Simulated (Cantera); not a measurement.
What does this Cantera script print?

```python
import numpy as np
import cantera as ct

gas_names = """
    C CO CO2 C2 C2O C3 C3O2 C4 C5 Fe FeC5O5 FeO O O2 O3
""".split()
cond_names = """
    C(gr) Fe(a) Fe(c) Fe(d) Fe(L) FeC5O5(L) FeO(s) FeO(L) Fe2O3(s) Fe3O4(s)
""".split()


def load(file, names, dense=False):
    # The tables refer to 1 bar. Condensed volumes are neglected.
    table = {s.name: s for s in ct.Species.list_from_file(file)}
    out = []
    for n in names:
        d = dict(table[n].input_data)
        d["thermo"] = dict(d["thermo"], **{"reference-pressure": 1e5})
        if dense:
            d["equation-of-state"] = {"model": "constant-volume", "density": "1e6 g/cm^3"}
        out.append(ct.Species.from_dict(d))
    return out


gas = ct.Solution(thermo="ideal-gas", species=load("nasa_gas.yaml", gas_names))
cond = {s.name: ct.Solution(thermo="fixed-stoichiometry", species=[s], name=s.name)
        for s in load("nasa_condensed.yaml", cond_names, dense=True)}
atoms = {
    'Fe': {'Fe': 1},
    'CO2': {'C': 1, 'O': 2},
    'CO': {'C': 1, 'O': 1},
}
top_T = {'C(gr)': 4500, 'Fe2O3(s)': 1830, 'Fe3O4(s)': 1870}  # K; cautious upper limits of use, not melting points


def equilibrate(T, P, feed):
    n = {}
    for name, mol in feed.items():
        for a, k in atoms[name].items():
            n[a] = n.get(a, 0.0) + k * mol
    gas.TPX = T, P, n
    mass = sum(n.values()) * gas.mean_molecular_weight
    gas.equilibrate("TP")
    valid = [c for c in cond.values() if c.min_temp <= T <= top_T.get(c.name, c.max_temp)]
    mix = ct.Mixture([(gas, mass / gas.mean_molecular_weight)] + [(c, 0.0) for c in valid])
    mix.T, mix.P = T, P
    mix.equilibrate("TP", solver="vcs", rtol=1e-11, max_steps=5000)
    return mix


results = []
feed = {'Fe': 1, 'CO2': 2.1, 'CO': 5.1}  # mol
T = 1775  # K
P = 101325  # Pa
mix = equilibrate(T, P, feed)
results.append((T, P, feed, dict(zip(mix.species_names, mix.species_moles))))
print(gas.report(threshold=0.0001))
for i in range(1, mix.n_phases):
    print(f"{mix.phase(i).name:16s} {mix.phase_moles(i):12.5e} mol")
```

Result:

```
       temperature   1775 K
          pressure   1.0133e+05 Pa
           density   0.20909 kg/m^3
  mean mol. weight   30.455 kg/kmol
   phase of matter   gas

                          1 kg             1 kmol
                     ---------------   ---------------
          enthalpy       -3.3071e+06       -1.0072e+08  J
   internal energy       -3.7917e+06       -1.1548e+08  J
           entropy            8704.7         2.651e+05  J/K
    Gibbs function       -1.8758e+07       -5.7127e+08  J
 heat capacity c_p            1296.4             39481  J/K
 heat capacity c_v            1023.4             31166  J/K

                      mass frac. Y      mole frac. X     chem. pot. / RT
                     ---------------   ---------------   ---------------
                CO           0.77919            0.8472           -34.945
               CO2           0.22079           0.15279           -59.582
     [  +13 minor]        2.5448e-05        1.3852e-05

C(gr)             0.00000e+00 mol
Fe(d)             0.00000e+00 mol
FeC5O5(L)         0.00000e+00 mol
FeO(L)            9.99900e-01 mol
Fe2O3(s)          0.00000e+00 mol
Fe3O4(s)          0.00000e+00 mol
```

Cantera equilibrium calculation (NASA polynomials, part measured and part estimated; ideal gas, pure solids and liquids). The tables' stoichiometric FeO is somewhat more stable than real wüstite, so its field is too wide. FeO: taken at fixed stoichiometry.
